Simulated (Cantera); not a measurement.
A perfectly stirred reactor is fed with CH4 : C2H6 : O2 : N2 : H2O = 1 : 0.13 : 2.05 : 7.69 : 0.8 (molar parts), at 2000000 Pa; it is adiabatic with a 800 K inlet, and is followed from long to short residence time, starting on the burning branch (τ in s: 0.043, 0.017, 0.0068, 0.0027, 0.0011, 0.00043, 0.00017, 6.7e-05, 2.7e-05, 1.1e-05).

Detailed kinetics in Cantera: GRI-Mech 3.0 (53 species, 325 reactions). The pressure lies above the range GRI-Mech 3.0 was tuned for (to about 10 atm).

**Question.** Predict: blow-out, bracketed by the residence times tried; x(CH4) at τ = 43.0 ms; x(C2H6) at τ = 43.0 ms; x(O2) at τ = 43.0 ms; x(CH2) at τ = 43.0 ms; x(NO) at τ = 43.0 ms; x(CH4) at τ = 0.430 ms; x(C2H6) at τ = 0.430 ms; x(O2) at τ = 0.430 ms; x(CH2) at τ = 0.430 ms; x(NO) at τ = 0.430 ms.

**Answer.** 
| Quantity | Value |
|---|---|
| blow-out, bracketed by the residence times tried | burning at 27.0 µs, out at 11.0 µs |
| x(CH4) at τ = 43.0 ms | 5.34e-6 |
| x(C2H6) at τ = 43.0 ms | 9.30e-9 |
| x(O2) at τ = 43.0 ms | 6.88e-5 |
| x(CH2) at τ = 43.0 ms | 5.03e-8 |
| x(NO) at τ = 43.0 ms | 0.000276 |
| x(CH4) at τ = 0.430 ms | 0.000167 |
| x(C2H6) at τ = 0.430 ms | 8.26e-7 |
| x(O2) at τ = 0.430 ms | 0.000959 |
| x(CH2) at τ = 0.430 ms | 3.43e-6 |
| x(NO) at τ = 0.430 ms | 0.000344 |
